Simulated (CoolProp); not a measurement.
Nitrogen along the isobar 2910 kPa: density (kg/m³) from the reference equation and from simpler models built on Tc = -147.0 °C, pc = 3396 kPa, ω = 0.037; each cubic takes its own stable root.

Values from CoolProp's reference Helmholtz-energy equation of state, Span 2000.

```json
[
 {"T (°C)": "-178.85", "phase": "liquid", "reference": "733.0"},
 {"T (°C)": "-168.65", "phase": "liquid", "reference": "674.9"},
 {"T (°C)": "-158.55", "phase": "liquid", "reference": "599.4"},
 {"T (°C)": "-148.35", "phase": "gas", "reference": "140.0"},
 {"T (°C)": "-138.15", "phase": "gas", "reference": "101.4"},
 {"T (°C)": "-128.05", "phase": "gas", "reference": "85.43"},
 {"T (°C)": "-117.85", "phase": "gas", "reference": "75.18"},
 {"T (°C)": "-107.75", "phase": "gas", "reference": "67.82"},
 {"T (°C)": "-97.55", "phase": "gas", "reference": "62.06"},
 {"T (°C)": "-87.35", "phase": "gas", "reference": "57.39"}
]
```

Q: How far does each simpler model (van der Waals, Soave-Redlich-Kwong) lie from the reference over these 10 states: mean and median of the absolute difference, and the worst?

A: 
- van der Waals: mean 10.8 %, median 1.8 %, worst -31.0 % at -158.55 °C and 2910 kPa
- Soave-Redlich-Kwong: mean 1.3 %, median 0.3 %, worst -7.1 % at -158.55 °C and 2910 kPa
